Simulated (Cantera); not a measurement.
An adiabatic, constant-volume homogeneous reactor starts with CH₃OH : O₂ : N₂ = 1.8 : 1.72 : 6.48 (molar parts), at 1375 K and 12.0 bar.

Cantera simulation using GRI-Mech 3.0 (53 species, 325 reactions); the numbers are that mechanism's predictions, not measurements. GRI-Mech 3.0 was tuned for natural gas; its chemistry of methanol as a main component is partial and can be far from experiment. The pressure lies above the range GRI-Mech 3.0 was tuned for (to about 10 atm). Above 3000 K some thermodynamic fits are extrapolated.

One state of this run: T (K) = 3018; P (bar) = 31.6; x CH₃OH = 3.28e-12; x O₂ = 0.000848; x N₂O = 6.78e-7; x C₂H₆ = <1e-12; x H₂ = 0.0660; x C₂H₂ = <1e-12; x CH₄ = 7.35e-11. x: mole fraction; the columns are a selection and need not sum to one.

Problem. Which value of t (s) does it belong to?
A. 3.00e-6
B. 1.01e-5
C. 0.000378
D. 3.37e-5

Solution. C, 0.000378
